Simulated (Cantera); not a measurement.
# Ammonia decomposition in nitride growth gas

An isothermal, constant-pressure homogeneous reactor starts with 74.6 % NH₃, 25.4 % N₂, at 1600 K and 0.355 atm.

Detailed kinetics in Cantera: the gas-phase N/H chemistry of the illustrative SiF4/NH3 mechanism in the Surface Chemkin manual (1991). Walls and surfaces, which speed up NH3 decomposition in real reactors, are not modelled.

| t (s) | x NH₃ | x N₂ | x H | x N₂H₄ | x H₂ |
|---|---|---|---|---|---|
| 6.00e-5 | 0.746 | 0.254 | 5.00e-9 | 1.61e-11 | 7.10e-7 |
| 0.000337 | 0.746 | 0.254 | 5.07e-9 | 6.25e-10 | 4.04e-6 |
| 0.00190 | 0.746 | 0.254 | 7.86e-9 | 1.92e-8 | 2.76e-5 |
| 0.0107 | 0.746 | 0.254 | 4.32e-8 | 1.10e-7 | 0.000434 |
| 0.0600 | 0.742 | 0.254 | 2.10e-7 | 1.10e-7 | 0.00326 |
| 0.337 | 0.724 | 0.257 | 1.12e-6 | 1.02e-7 | 0.0188 |
| 1.90 | 0.635 | 0.269 | 5.67e-6 | 8.03e-8 | 0.0957 |
| 10.7 | 0.356 | 0.309 | 2.29e-5 | 3.39e-8 | 0.335 |
| 60.0 | 0.0761 | 0.348 | 5.36e-5 | 2.86e-9 | 0.576 |
x: mole fraction; the columns are a selection and need not sum to one.

Equilibrium at this temperature and pressure: NH₃ 5.10e-6, N₂ 0.359, H 7.30e-5, N₂H₄ <1e-12, H₂ 0.641 (gas phase only).
